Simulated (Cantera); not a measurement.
A perfectly stirred reactor is fed with CH₄ : C₂H₆ : C₃H₈ : O₂ : N₂ = 1 : 0.26 : 0.65 : 10.6 : 39.9 (molar parts), at 0.220 bar; it is adiabatic with a 750 K inlet, and is followed from long to short residence time, starting on the burning branch (τ in s: 0.44, 0.17, 0.063, 0.024, 0.0092, 0.0035, 0.0013, 0.00051, 0.00019, 7.4e-05).

Model: GRI-Mech 3.0 (53 species, 325 reactions), integrated in Cantera. GRI-Mech 3.0 was tuned for natural gas; its chemistry of propane as a main component is partial and can be far from experiment.

One state of this run: T (K) = 1738; x CH₄ = 7.58e-5; x C₂H₆ = 4.85e-6; x C₃H₈ = 1.05e-5; x H₂O₂ = 1.57e-7; x HCO = 5.06e-6. x: mole fraction; the columns are a selection and need not sum to one.

### Question
Which value of τ (s) does it belong to?
(A) 0.17
(B) 0.024
(C) 0.00051
(D) 0.0013

### Answer
D, 0.0013
